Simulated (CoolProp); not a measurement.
Ethanol along the isotherm 109.15 °C: density (kg/m³) from the reference equation and from simpler models built on Tc = 241.6 °C, pc = 6.268 MPa, ω = 0.644; each cubic takes its own stable root.

Model: reference Helmholtz-energy equation of state, Schroeder 2014, in CoolProp.

| p (MPa) | phase | reference |
|---|---|---|
| 1.74 | liquid | 706.1 |
| 3.48 | liquid | 708.9 |
| 5.22 | liquid | 711.5 |
| 6.96 | liquid | 714.1 |
| 8.71 | liquid | 716.6 |
| 10.4 | liquid | 718.9 |
| 12.2 | liquid | 721.3 |
| 13.9 | liquid | 723.5 |
| 15.7 | liquid | 725.7 |

Problem. How far does each simpler model (van der Waals, Redlich-Kwong, Soave-Redlich-Kwong, Peng-Robinson) lie from the reference over these 9 states: mean and median of the absolute difference, and the worst?

Solution. 
- van der Waals: mean 45.7 %, median 45.5 %, worst -47.6 % at 109.15 °C and 1.74 MPa
- Redlich-Kwong: mean 23.1 %, median 23.1 %, worst -24.4 % at 109.15 °C and 1.74 MPa
- Soave-Redlich-Kwong: mean 16.3 %, median 16.3 %, worst -16.3 % at 109.15 °C and 15.7 MPa
- Peng-Robinson: mean 5.6 %, median 5.6 %, worst -5.8 % at 109.15 °C and 15.7 MPa
